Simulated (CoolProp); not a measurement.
Computed with CoolProp (reference Helmholtz-energy equation of state, Thol 2017).

**Question.** For decamethyltetrasiloxane (MD2M), give the phase and the cp (kJ/(kg K)), cv (kJ/(kg K)), speed of sound (m/s), expansivity (1/kK) at 172.25 °C and 1.43 MPa; 172.25 °C and 2.15 MPa.

**Answer.** 
- 172.25 °C and 1.43 MPa: liquid; cp 2.06, cv 1.79, speed of sound 518, expansivity 1.61
- 172.25 °C and 2.15 MPa: liquid; cp 2.05, cv 1.79, speed of sound 530, expansivity 1.56
